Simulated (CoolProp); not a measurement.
Vapour-liquid equilibrium of n-perfluorobutane (1) + R365MFC (2) at 282.4 K; x and y are mole fractions of (1).

Model: multi-fluid Helmholtz-energy mixture model, Gao 2022 and Lemmon 2016; pair parameters Bell 2016, in CoolProp.

```
x     bubble pressure, mixture model (bar)  bubble pressure, Raoult's law (bar)  y, mixture model  y, Raoult's law
----  ------------------------------------  -----------------------------------  ----------------  ---------------
0.05                                0.6164                               0.3512             0.547            0.222
0.2                                  1.104                               0.5420             0.766            0.576
0.35                                 1.265                               0.7329             0.807            0.745
0.5                                  1.338                               0.9238             0.827            0.844
0.65                                 1.402                                1.115             0.850            0.910
0.8                                  1.474                                1.306             0.889            0.956
0.95                                 1.543                                1.496             0.962            0.990
```

The largest gap from Raoult's law is +103.7 % in bubble pressure, at x = 0.2. No azeotrope shows between x = 0.05 and 0.95.

Pair parameters are fitted to limited data, so mixtures are less certain than the pure fluids. With so large a gap from Raoult's law the liquid may split in two, which this calculation doesn't test in full.
